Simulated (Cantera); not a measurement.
A Cantera script and its output.

```python
import numpy as np
import cantera as ct

gas = ct.Solution("gri30.yaml")
gas.TPX = 1225, 200000, {'CO': 0.012, 'O2': 0.0066, 'H2O': 0.021, 'N2': 1}
inlet = ct.Reservoir(gas, clone=True)

reactor = ct.IdealGasConstPressureReactor(gas, energy="off", clone=False)
exhaust = ct.Reservoir(gas, clone=True)
tau = [1.2, 0.57, 0.28, 0.14, 0.067, 0.033, 0.016, 0.0078, 0.0038, 0.0019, 0.00091][0]
for a, b in ((inlet, reactor), (reactor, exhaust)):
    ct.MassFlowController(a, b, mdot=lambda t: reactor.mass / tau)
net = ct.ReactorNet([reactor])
show = ['CO', 'O2', 'H2O', 'NO', 'H2O2', 'H2']

rows = []
print(f"{'tau/s':>10s}{'T/K':>9s}" + "".join(f"{s:>11s}" for s in show))
for tau in [1.2, 0.57, 0.28, 0.14, 0.067, 0.033, 0.016, 0.0078, 0.0038, 0.0019, 0.00091]:
    net.initial_time = 0.0
    net.advance(30 * tau)
    before = gas.X
    net.advance(40 * tau)
    drift = np.max(np.abs(gas.X - before) / (gas.X + 1e-9))
    rows.append([gas.T, *gas[show].X, drift])
    print(f"{tau:10.3e}{gas.T:9.1f}" + "".join(f"{x:11.3e}" for x in gas[show].X))
```

Output:

```
     tau/s      T/K         CO         O2        H2O         NO       H2O2         H2
 1.200e+00   1225.0  1.424e-04  6.681e-04  2.026e-02  2.437e-07  3.013e-08  4.165e-05
 5.700e-01   1225.0  2.288e-04  7.207e-04  2.024e-02  2.215e-07  4.507e-08  6.230e-05
 2.800e-01   1225.0  3.581e-04  7.976e-04  2.020e-02  2.118e-07  6.453e-08  8.892e-05
 1.400e-01   1225.0  5.513e-04  9.097e-04  2.016e-02  2.131e-07  8.895e-08  1.218e-04
 6.700e-02   1225.0  8.668e-04  1.087e-03  2.011e-02  2.232e-07  1.209e-07  1.633e-04
 3.300e-02   1225.0  1.328e-03  1.338e-03  2.004e-02  2.359e-07  1.566e-07  2.071e-04
 1.600e-02   1225.0  2.032e-03  1.711e-03  1.997e-02  2.439e-07  1.968e-07  2.518e-04
 7.800e-03   1225.0  3.045e-03  2.232e-03  1.990e-02  2.369e-07  2.374e-07  2.905e-04
 3.800e-03   1225.0  4.435e-03  2.934e-03  1.984e-02  2.064e-07  2.737e-07  3.166e-04
 1.900e-03   1225.0  6.113e-03  3.767e-03  1.980e-02  1.535e-07  2.965e-07  3.211e-04
 9.100e-04   1225.0  8.073e-03  4.722e-03  1.981e-02  8.452e-08  2.926e-07  2.906e-04
```

Computed with Cantera and GRI-Mech 3.0 (53 species, 325 reactions).
